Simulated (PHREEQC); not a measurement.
Acid mine or pickling water: an equilibrium model

Model water analysis in mmol/kgw, 55 °C, pH 4.12, pe 10.6: Na 2.6; K 0.977; Ca 1.81; Mg 0.235; Cl 2.98; S(6) 2.49; O(0) (counted as O atoms) 0.00511.

Cl is adjusted to close the charge balance.
Valence states are taken as typed.

Equilibrium calculation in PHREEQC: ion-association model, wateq4f.dat.

This is a speciation only: nothing precipitates in the calculation.

**Question.** Predict the ionic strength.

**Answer.** ionic strength 0.0106 mol/kgw.

**Question.** In which forms is K present?

**Answer.** K+ 99 %, KSO4- 1.5 % of the K.

Species that the database lacks are ignored. At this temperature some constants are extrapolated from 25 °C, and those without enthalpy data are left unchanged.
